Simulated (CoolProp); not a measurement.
A Linde-Hampson liquefier for normal hydrogen: isothermal reversible compression at 200 K from 1 atm to 30 MPa, throttling to 1 atm, return gas leaving the recuperator 0 K below the feed. Each further row changes one setting.

The numbers come from the reference Helmholtz-energy equation of state, Leachman 2009 in CoolProp.

```csv
case,compression work (kJ/kg of gas)
as stated,4890
high pressure 60 MPa,5680
warm-end temperature 230 K,5600
warm-end gap 5 K,4890
```
